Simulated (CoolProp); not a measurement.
A closed Brayton cycle with carbon dioxide: compressor inlet 320.15 K and 9.5 MPa, high pressure 31.1 MPa, turbine inlet 620 K, compressor efficiency 0.8, turbine efficiency 0.93, recuperator effectiveness 0.95 (on enthalpy, no pinch check). Each further row changes one setting.

Computed with CoolProp (reference Helmholtz-energy equation of state, Span 1996).

```csv
case,thermal efficiency (%),net work (kJ/kg),compressor to turbine work,compressor exit (K),turbine exit (K)
as stated,25.7,56.7,0.49,397.0,495.2
turbine inlet 570 K,21.3,43.5,0.55,397.0,450.5
compressor inlet 330.15 K,21.6,43.5,0.60,427.1,495.2
high pressure 26.4 MPa,26.2,53.4,0.45,385.8,511.8
recuperator effectiveness 0.5,20.7,56.7,0.49,397.0,495.2
```
